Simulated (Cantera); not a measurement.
Mixture: CH4 : C2H6 : C3H8 : O2 : N2 = 1 : 0.13 : 0.078 : 2.37 : 11.1 (molar parts), equivalence ratio 1.2, at 10.0 bar, adiabatic and at constant volume. Ignition delay is the time to a rise of 400 K.

Model: GRI-Mech 3.0 (53 species, 325 reactions), integrated in Cantera.

Q: Predict: delay at 1075 K; delay at 1225 K; delay at 1375 K; delay at 1525 K; delay at 1675 K; apparent activation energy between 1600 and 1750 K.

A: 
```
Item                                                    Result
--------------------------------------------------  ----------
delay at 1075 K                                        4.79 ms
delay at 1225 K                                       0.644 ms
delay at 1375 K                                       0.123 ms
delay at 1525 K                                        29.8 µs
delay at 1675 K                                        9.45 µs
apparent activation energy between 1600 and 1750 K  160 kJ/mol
```
